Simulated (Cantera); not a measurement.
**Diamond growth**

A diamond (100) surface in a fixed gas of H2 with x(CH4) = 0.012, x(H) = 0.019, x(CH3) = 5.1e-05, at 1400 K; coverages are run to steady state.

Detailed kinetics in Cantera: the Harris–Goodwin 1993 mechanism for the reconstructed diamond (100) surface.

```csv
P (Pa),growth (µm/h),θ c6HH,θ c6H*,θ c6*H,θ c6**,θ c6HM
470,0.0357,0.328,0.0598,0.547,0.0651,1.62e-6
880,0.0860,0.328,0.0598,0.547,0.0651,3.24e-6
1700,0.203,0.328,0.0598,0.547,0.0651,6.56e-6
3100,0.432,0.328,0.0599,0.547,0.0651,1.22e-5
5800,0.962,0.328,0.0600,0.547,0.0651,2.26e-5
11000,2.26,0.328,0.0602,0.547,0.0652,4.12e-5
21000,5.64,0.328,0.0605,0.546,0.0653,7.22e-5
39000,13.9,0.328,0.0612,0.545,0.0655,0.000116
```
θ: site fractions in the mechanism's names (c6HH fully hydrogenated, c6H* and c6*H radical sites, c6** diradical, c6HM methylated).
